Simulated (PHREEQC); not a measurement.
Make-up at 25 °C: 0.0066 mol/kgw NaBF4, 0.011 mol/kgw NH4HF2, 5.8e-06 mol/kgw H4SiO4 and 0.00096 mol/kgw HCl. Closed to the air; pH follows from the charge balance.

Equilibrium calculation in PHREEQC: ion-association model, phreeqc.dat.

No solid was allowed to form.

### Question
What pH, ionic strength does the model give?

### Answer
pH 3.10; ionic strength 0.0185 mol/kgw.

### Question
In which forms is F present?

### Answer
BF4- 52 %, HF 22 %, F- 22 %, HF2- 1.8 %, BF3OH- 1.3 % of the F.

SiF6-2 is the database's only silicon fluoride. Real BF4- forms and hydrolyses slowly; the run takes it at equilibrium.
